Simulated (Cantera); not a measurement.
## Thermodynamics of aluminium nitride and oxide growth, feed Al(CH3)3 + N2O + H2 + O2

Feed: 1 mol Al(CH3)3, 37 mol N2O, 140 mol H2, 14 mol O2, held at 1948 K.

Method: chemical equilibrium by Gibbs-energy minimisation in Cantera with the NASA 1993 tables (ideal gas, pure condensed phases). Candidate condensed phases: Al, AlN, Al2O3, C, C6H6, C7H8, C8H18, H2O; 148 gas species. The feed counts by its element totals alone. Gases not in the tables: Al(OH)3. The numbers say what is thermodynamically allowed, not how fast it happens.

```json
[
 {"P (Pa)": "10", "x H2": "0.407", "x H2O": "0.307", "x N2": "0.193", "x H": "0.0721", "x CO": "0.0133", "x OH": "0.00491", "x CO2": "0.00229", "x O": "0.000645", "n Al2O3(s)": "0.499"},
 {"P (Pa)": "32", "x H2": "0.428", "x H2O": "0.315", "x N2": "0.196", "x H": "0.0413", "x CO": "0.0136", "x OH": "0.00275", "x CO2": "0.00228", "x O": "0.000197", "n Al2O3(s)": "0.499"},
 {"P (Pa)": "100", "x H2": "0.441", "x H2O": "0.320", "x N2": "0.198", "x H": "0.0237", "x CO": "0.0138", "x OH": "0.00156", "x CO2": "0.00228", "x O": "6.21e-5", "n Al2O3(s)": "0.500"},
 {"P (Pa)": "320", "x H2": "0.448", "x H2O": "0.322", "x N2": "0.199", "x H": "0.0134", "x CO": "0.0139", "x OH": "0.000870", "x CO2": "0.00227", "x O": "1.92e-5", "n Al2O3(s)": "0.500"},
 {"P (Pa)": "1000", "x H2": "0.452", "x H2O": "0.324", "x N2": "0.200", "x H": "0.00760", "x CO": "0.0139", "x OH": "0.000492", "x CO2": "0.00227", "x O": "6.13e-6", "n Al2O3(s)": "0.500"},
 {"P (Pa)": "3200", "x H2": "0.455", "x H2O": "0.325", "x N2": "0.200", "x H": "0.00426", "x CO": "0.0140", "x OH": "0.000275", "x CO2": "0.00227", "x O": "1.91e-6", "n Al2O3(s)": "0.500"},
 {"P (Pa)": "10000", "x H2": "0.456", "x H2O": "0.325", "x N2": "0.200", "x H": "0.00241", "x CO": "0.0140", "x OH": "0.000156", "x CO2": "0.00227", "x O": "6.10e-7", "n Al2O3(s)": "0.500"},
 {"P (Pa)": "32000", "x H2": "0.457", "x H2O": "0.325", "x N2": "0.200", "x H": "0.00135", "x CO": "0.0140", "x OH": "8.70e-5", "x CO2": "0.00227", "x O": "1.91e-7", "n Al2O3(s)": "0.500"},
 {"P (Pa)": "100000", "x H2": "0.457", "x H2O": "0.325", "x N2": "0.200", "x H": "0.000764", "x CO": "0.0140", "x OH": "4.92e-5", "x CO2": "0.00227", "x O": "6.10e-8", "n Al2O3(s)": "0.500"}
]
```
x: gas mole fraction; n: condensed amount in mol.

From 0.000100 bar to 1.00 bar the condensed part is Al2O3(s).
